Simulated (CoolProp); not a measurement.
Saturation properties of propyne (Tc = 402.7 K, pc = 5658 kPa, ω = 0.204).

Model: reference Helmholtz-energy equation of state, Polt 1992, in CoolProp. This equation is an older, rougher fit; its heat capacities, sound speeds and derivatives of the liquid may be far off and weren't checked against measurements.

```tsv
T (K)	p (kPa)	vapour density (kg/m³)	enthalpy of vaporisation (kJ/kg)
286.2	406.7	7.494	480.6
298.6	590.1	10.71	…
310.9	829.2	14.95	447.3
323.2	…	20.52	…
335.5	1524	…	401.2
347.9	2008	…	371.1
360.2	…	50.51	…
372.5	3300	68.41	290.8
```

Problem. Complete the blanks.

Solution. 
- 298.6, enthalpy of vaporisation (kJ/kg): 465.1
- 323.2, p (kPa): 1137
- 323.2, enthalpy of vaporisation (kJ/kg): 426.2
- 335.5, vapour density (kg/m³): 27.83
- 347.9, vapour density (kg/m³): 37.56
- 360.2, p (kPa): 2594
- 360.2, enthalpy of vaporisation (kJ/kg): 335.1
